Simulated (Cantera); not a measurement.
An isothermal, constant-pressure homogeneous reactor starts with 27.0 % H2, 38.6 % O2, 34.4 % N2, equivalence ratio 0.35, at 875 K and 47000 Pa.

Computed with Cantera and GRI-Mech 3.0 (53 species, 325 reactions). Below about 950 K walls govern HO2 and H2O2 in real vessels. The temperature is held fixed by assumption; the heat of reaction is taken as removed at once.

One state of this run: x H2 = 0.0783; x O2 = 0.318; x NO = <1e-12; x OH = 3.95e-8; x H = 5.78e-8. x: mole fraction; the columns are a selection and need not sum to one.

### Question
Which value of t (s) does it belong to?
A) 0.0120
B) 0.000500
C) 2.40
D) 6.93

### Answer
D, 6.93
